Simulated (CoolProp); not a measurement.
The numbers come from the reference Helmholtz-energy equation of state, Wagner 2002 in CoolProp.

Question: Give the vapour pressure (kPa), vapour density (kg/m³), enthalpy of vaporisation (kJ/kg), surface tension (mN/m) of saturated water at 506 K.

Answer: 
| T (K) | p (kPa) | vapour density (kg/m³) | enthalpy of vaporisation (kJ/kg) | surface tension (mN/m) |
|---|---|---|---|---|
| 506 | 2950 | 14.7 | 1800 | 29.9 |

Surface tension comes from a separate correlation (Mulero 2012).
